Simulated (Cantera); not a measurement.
Cantera run, input and output.

```python
import numpy as np
import cantera as ct

gas = ct.Solution("gri30.yaml")
gas.TPX = 1400, 640000, {'CH4': 1, 'C2H6': 0.044, 'O2': 1.79, 'N2': 14.5}
reactor = ct.IdealGasConstPressureReactor(gas, energy="on", clone=False)
net = ct.ReactorNet([reactor])
net.rtol, net.atol = 1e-08, 1e-16
show = ['CH4', 'C2H6', 'O2', 'C2H4', 'N2O']
times = np.geomspace(4e-06, 6, 12)

steps = ct.SolutionArray(gas, extra=["t"])
rows = []
print(f"{'t/s':>10s}{'T/K':>9s}{'P/Pa':>11s}" + "".join(f"{s:>11s}" for s in show))
for t in times:
    while net.time < t:
        t_next = net.step()
        steps.append(gas.state, t=t_next)
    rows.append([np.interp(t, steps.t, y) for y in (steps.T, steps.P, *steps(*show).X.T)])
    print(f"{t:10.3e}{rows[-1][0]:9.1f}{rows[-1][1]:11.4g}" + "".join(f"{x:11.3e}" for x in rows[-1][2:]))
rate = np.gradient(steps.T, steps.t)
print("integrator steps:", len(steps.t))
if steps.T.max() > steps.T[0] + 200:
    print(f"time of steepest temperature rise: {steps.t[rate.argmax()]:.4e} s")
gas.TPX = 1400, 640000, {'CH4': 1, 'C2H6': 0.044, 'O2': 1.79, 'N2': 14.5}
gas.equilibrate("HP")
print(f"equilibrium (HP): T = {gas.T:.1f} K  " + "  ".join(f"{s} {gas[s].X[0]:.3e}" for s in show))
```

It prints:

```
       t/s      T/K       P/Pa        CH4       C2H6         O2       C2H4        N2O
 4.000e-06   1400.0    6.4e+05  5.769e-02  2.536e-03  1.033e-01  8.959e-08  6.383e-13
 1.457e-05   1399.9    6.4e+05  5.769e-02  2.530e-03  1.033e-01  1.259e-06  9.654e-12
 5.309e-05   1400.0    6.4e+05  5.763e-02  2.508e-03  1.032e-01  1.897e-05  1.602e-10
 1.934e-04   1401.9    6.4e+05  5.714e-02  2.460e-03  1.029e-01  1.685e-04  1.440e-09
 7.045e-04   1461.6    6.4e+05  4.687e-02  2.055e-03  9.404e-02  2.203e-03  2.660e-08
 2.567e-03   2380.2    6.4e+05  1.624e-13  5.464e-26  8.911e-05  5.177e-21  4.937e-08
 9.351e-03   2379.1    6.4e+05  1.662e-13  5.690e-26  8.734e-05  5.341e-21  5.107e-08
 3.406e-02   2378.1    6.4e+05  1.699e-13  5.916e-26  8.574e-05  5.505e-21  5.396e-08
 1.241e-01   2378.1    6.4e+05  1.701e-13  5.929e-26  8.565e-05  5.514e-21  5.414e-08
 4.521e-01   2378.1    6.4e+05  1.701e-13  5.929e-26  8.565e-05  5.514e-21  5.414e-08
 1.647e+00   2378.1    6.4e+05  1.701e-13  5.929e-26  8.565e-05  5.514e-21  5.414e-08
 6.000e+00   2378.1    6.4e+05  1.701e-13  5.929e-26  8.565e-05  5.514e-21  5.414e-08
integrator steps: 2183
time of steepest temperature rise: 8.2759e-04 s
equilibrium (HP): T = 2378.1 K  CH4 1.945e-13  C2H6 7.412e-26  O2 8.565e-05  C2H4 6.017e-21  N2O 5.414e-08
```

Computed with Cantera and GRI-Mech 3.0 (53 species, 325 reactions).
